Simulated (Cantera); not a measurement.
# MgO + CO + H2 + C (carbothermic reduction)

Charge: 1 mol MgO, 4 mol CO, 1.1 mol H2, 3.2 mol C, at 1600 K and 1 atm.

These are equilibrium values from Cantera (NASA tables, ideal gas, pure condensed phases), not measurements of a reactor. Candidate condensed phases: C, C6H6, C7H8, C8H18, H2O, Mg, MgCO3, MgO, Mg(OH)2; 116 gas species. The numbers say what is thermodynamically allowed, not how fast it happens.

```yaml
x(CO): 0.784
x(H2): 0.215
x(CO2): 0.000181
x(H2O): 0.000150
x(CH4): 7.68e-5
x(H): 2.51e-5
x(Mg): 1.61e-5
x(C2H2 (acetylene)): 5.93e-6
n(C(graphite)): 3.20 mol
n(MgO(s)): 1.000 mol
gas_amount: 5.098 mol
log10 activity of Mg(l) (absent): -5.50
```
